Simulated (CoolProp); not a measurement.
Vapour-liquid equilibrium of dimethyl ether (1) + n-pentane (2) at 287.2 K; x and y are mole fractions of (1).

The numbers come from the multi-fluid Helmholtz-energy mixture model, Wu 2011 and Thol 2019; pair parameters Bell 2016 in CoolProp.

**Question.** Give the bubble pressure and the first vapour's composition at x = 0.2, 0.5, 0.95. Is there an azeotrope?

**Answer.** x = 0.2: 1.192 bar, y = 0.704; x = 0.5: 2.716 bar, y = 0.917; x = 0.95: 4.079 bar, y = 0.989. No azeotrope shows between x = 0.05 and 0.95.

The pair parameters rest on a limited set of measurements; away from them the model extrapolates. The gap from Raoult's law changes sign with composition, which may be real or a fault of the pair parameters; it wasn't checked against measurements.
